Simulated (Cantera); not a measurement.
Input: 1 mol SiHCl3, 0.76 mol NH3, 54 mol H2, at 0.133 bar.

These are equilibrium values from Cantera (NASA tables, ideal gas, pure condensed phases), not measurements of a reactor. Candidate condensed phases: NH4Cl, Si, Si3N4; 28 gas species. Mutual solubility and eutectic melting of coexisting phases are not modelled. Rates play no part.

Task: What share of the Si ends up in condensed phases as a function of T (K), at 1073, 1123, 1173, 1223, 1273, 1323, 1373, 1423, 1473, 1523?

Result: 
```json
[
 {"T (K)": "1073", "Si condensed (%)": "57.0", "as": "Si3N4(s)"},
 {"T (K)": "1123", "Si condensed (%)": "57.0", "as": "Si3N4(s)"},
 {"T (K)": "1173", "Si condensed (%)": "57.0", "as": "Si3N4(s)"},
 {"T (K)": "1223", "Si condensed (%)": "60.3", "as": "Si(s) + Si3N4(s)"},
 {"T (K)": "1273", "Si condensed (%)": "64.2", "as": "Si(s) + Si3N4(s)"},
 {"T (K)": "1323", "Si condensed (%)": "66.2", "as": "Si(s) + Si3N4(s)"},
 {"T (K)": "1373", "Si condensed (%)": "67.1", "as": "Si(s) + Si3N4(s)"},
 {"T (K)": "1423", "Si condensed (%)": "67.1", "as": "Si(s) + Si3N4(s)"},
 {"T (K)": "1473", "Si condensed (%)": "66.8", "as": "Si(s) + Si3N4(s)"},
 {"T (K)": "1523", "Si condensed (%)": "66.4", "as": "Si(s) + Si3N4(s)"}
]
```
